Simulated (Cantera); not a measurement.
Cantera run:

```python
import numpy as np
import cantera as ct

gas_names = [...]  # 113 gases of nasa_gas.yaml made of C, H, O, Pb
cond_names = """
    C(gr) C6H6(L) C7H8(L) C8H18(L),n-octa H2O(s) H2O(L) Pb(cr) Pb(L) PbO(rd) PbO(yw) PbO(L) PbO2(s)
    Pb3O4(s)
""".split()


# ... load() reads the species with a 1 bar reference pressure and builds the phases ...
atoms = {
    'PbO': {'Pb': 1, 'O': 1},
    'CO': {'C': 1, 'O': 1},
    'H2': {'H': 2},
}
top_T = {'C(gr)': 4500, 'Pb3O4(s)': 820}  # K; cautious upper limits of use, not melting points


# ... equilibrate(T, P, feed) seeds the gas with the atoms and calls Mixture.equilibrate('TP', solver="vcs", rtol=1e-11, max_steps=5000) ...
results = []
feed = {'PbO': 1, 'CO': 0.038, 'H2': 1.6}  # mol
for P in [10, 32, 100, 320, 1000, 3200, 10000, 32000, 100000, 320000, 1000000]:
    for T in [748, 848, 948, 1048, 1148, 1248, 1348, 1448, 1548]:
        mix = equilibrate(T, P, feed)
        results.append((T, P, feed, dict(zip(mix.species_names, mix.species_moles))))

for T, P, feed, n in results:
    print(f"{T:7g} {P:10.4g}  " + (" + ".join(c for c in cond_names if n.get(c, 0) > 1e-12) or "gas only"))
```

Output:

```
    748         10  Pb(L)
    848         10  Pb(L)
    948         10  Pb(L)
   1048         10  gas only
   1148         10  gas only
   1248         10  gas only
   1348         10  gas only
   1448         10  gas only
   1548         10  gas only
    748         32  Pb(L)
    848         32  Pb(L)
    948         32  Pb(L)
   1048         32  Pb(L)
   1148         32  gas only
   1248         32  gas only
   1348         32  gas only
   1448         32  gas only
   1548         32  gas only
    748        100  Pb(L)
    848        100  Pb(L)
    948        100  Pb(L)
   1048        100  Pb(L)
   1148        100  Pb(L)
   1248        100  gas only
   1348        100  gas only
   1448        100  gas only
   1548        100  gas only
    748        320  Pb(L)
    848        320  Pb(L)
    948        320  Pb(L)
   1048        320  Pb(L)
   1148        320  Pb(L)
   1248        320  gas only
   1348        320  gas only
   1448        320  gas only
   1548        320  gas only
    748       1000  Pb(L)
    848       1000  Pb(L)
    948       1000  Pb(L)
   1048       1000  Pb(L)
   1148       1000  Pb(L)
   1248       1000  Pb(L)
   1348       1000  gas only
   1448       1000  gas only
   1548       1000  gas only
    748       3200  Pb(L)
    848       3200  Pb(L)
    948       3200  Pb(L)
   1048       3200  Pb(L)
   1148       3200  Pb(L)
   1248       3200  Pb(L)
   1348       3200  Pb(L)
   1448       3200  gas only
   1548       3200  gas only
    748      1e+04  Pb(L)
    848      1e+04  Pb(L)
    948      1e+04  Pb(L)
   1048      1e+04  Pb(L)
   1148      1e+04  Pb(L)
   1248      1e+04  Pb(L)
   1348      1e+04  Pb(L)
   1448      1e+04  Pb(L)
   1548      1e+04  gas only
    748    3.2e+04  Pb(L)
    848    3.2e+04  Pb(L)
    948    3.2e+04  Pb(L)
   1048    3.2e+04  Pb(L)
   1148    3.2e+04  Pb(L)
   1248    3.2e+04  Pb(L)
   1348    3.2e+04  Pb(L)
   1448    3.2e+04  Pb(L)
   1548    3.2e+04  Pb(L)
    748      1e+05  Pb(L)
    848      1e+05  Pb(L)
    948      1e+05  Pb(L)
   1048      1e+05  Pb(L)
   1148      1e+05  Pb(L)
   1248      1e+05  Pb(L)
   1348      1e+05  Pb(L)
   1448      1e+05  Pb(L)
   1548      1e+05  Pb(L)
    748    3.2e+05  Pb(L)
    848    3.2e+05  Pb(L)
    948    3.2e+05  Pb(L)
   1048    3.2e+05  Pb(L)
   1148    3.2e+05  Pb(L)
   1248    3.2e+05  Pb(L)
   1348    3.2e+05  Pb(L)
   1448    3.2e+05  Pb(L)
   1548    3.2e+05  Pb(L)
    748      1e+06  Pb(L)
    848      1e+06  Pb(L)
    948      1e+06  Pb(L)
   1048      1e+06  Pb(L)
   1148      1e+06  Pb(L)
   1248      1e+06  Pb(L)
   1348      1e+06  Pb(L)
   1448      1e+06  Pb(L)
   1548      1e+06  Pb(L)
```

Cantera equilibrium calculation (NASA polynomials, part measured and part estimated; ideal gas, pure solids and liquids).
